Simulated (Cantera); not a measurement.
A closed system holds: 1 mol S, 0.043 mol O2, 3.3 mol N2, equilibrated at 2048 K and 1 atm.

Equilibrium computed with Cantera from the NASA thermochemical tables; the gas is ideal and each condensed phase is pure. Candidate condensed phases: S; 17 gas species. Equilibrium is a limit: real reactors are often held back by kinetics, nucleation or transport.

Base state: N2 0.862, S2 0.122, SO2 0.00780, SO 0.00601, S 0.00150, S2O 0.000836, SN 1.29e-5 (mole fractions); condensed: gas only.

**Question.** What changes in the equilibrium state with this change: N2 from 3.3 to 0.36 mol?

**Answer.** 
```
species    before    after
-------  --------  -------
S2          0.122    0.530
N2          0.862    0.406
SO2       0.00780   0.0364
SO        0.00601   0.0188
S2O      0.000836  0.00544
S         0.00150  0.00313
SN        1.29e-5  1.85e-5
```

**Question.** What changes in the equilibrium state with this change: O2 from 0.043 to 0.024 mol?

**Answer.** 
```tsv
species	before	after
N2	0.862	0.864
S2	0.122	0.126
SO	0.00601	0.00426
SO2	0.00780	0.00385
S2O	0.000836	0.000600
SN	1.29e-5	1.31e-5
S	0.00150	0.00152
```
